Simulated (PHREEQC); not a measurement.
Sulfide liquor (model solution)

Make-up at 20 °C: 7.2 mmol/kgw H2S, 3.7 mmol/kgw HCl and 0.35 mmol/kgw MnCl2. Closed to the air; pH follows from the charge balance.

The numbers come from PHREEQC with the ion-association model, wateq4f.dat.

Each row changes one thing in this solution. Precipitation was switched off in this run.

| case | pH | ionic strength (mol/kgw) | HS- (mol/kgw) |
|---|---|---|---|
| as made | 2.46 | 0.00474 | 2.19e-7 |
| MnCl2 left out | 2.46 | [?] | 2.16e-7 |
| HCl left out | [?] | 0.00108 | 2.74e-5 |
| MnCl2 from 0.00035 to 0.00175 mol/kgw | [?] | 0.00888 | [?] |
| H2S replaced by NH4HS at the same molality | 6.94 | 0.00822 | 0.00348 |

Question: Fill in the missing entries.

Answer: 
- MnCl2 left out, ionic strength (mol/kgw): 0.00370
- HCl left out, pH: 4.58
- MnCl2 from 0.00035 to 0.00175 mol/kgw, pH: 2.47
- MnCl2 from 0.00035 to 0.00175 mol/kgw, HS- (mol/kgw): 2.29e-7

The polysulfide entries of wateq4f.dat were taken out for this run.
